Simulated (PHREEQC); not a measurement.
Ultrapure water in contact with air or piping

A made-up water analysis in mg/kgw, 80 °C, pH 5.7, pe 9.7:

```json
[
 {"constituent": "Na", "mg/kgw": "0.0592"},
 {"constituent": "K", "mg/kgw": "8.13e-05"},
 {"constituent": "Ca", "mg/kgw": "0.00397"},
 {"constituent": "Mg", "mg/kgw": "0.0106"},
 {"constituent": "Cl", "mg/kgw": "0.0373"},
 {"constituent": "S(6) as SO4", "mg/kgw": "0.0333"},
 {"constituent": "Alkalinity as HCO3", "mg/kgw": "0.117"},
 {"constituent": "N(5) as NO3", "mg/kgw": "0.00201"},
 {"constituent": "Pb", "mg/kgw": "0.00116"},
 {"constituent": "Zn", "mg/kgw": "0.00476"},
 {"constituent": "Ba", "mg/kgw": "5.68e-05"}
]
```

Valence states are taken as typed.

Model: ion-association model, wateq4f.dat, run in PHREEQC.

- ionic strength: 6.71e-6 mol/kgw
- charge-balance error: 0.9 %

| species | molality | activity | log γ |
|---|---|---|---|
| CO2 | 1.64e-5 | 1.64e-5 | 0.000 |
| HCO3- | 3.80e-6 | 3.78e-6 | -0.001 |
| Na+ | 2.57e-6 | 2.57e-6 | -0.001 |
| H+ | 2.00e-6 | 1.99e-6 | -0.001 |
| Cl- | 1.05e-6 | 1.05e-6 | -0.001 |
| Mg+2 | 4.36e-7 | 4.30e-7 | -0.006 |
| SO4-2 | 3.46e-7 | 3.42e-7 | -0.006 |
| OH- | 1.23e-7 | 1.22e-7 | -0.001 |
| Ca+2 | 9.90e-8 | 9.77e-8 | -0.006 |

Precipitation was switched off in this run. Constants without temperature data keep their 25 °C values here.
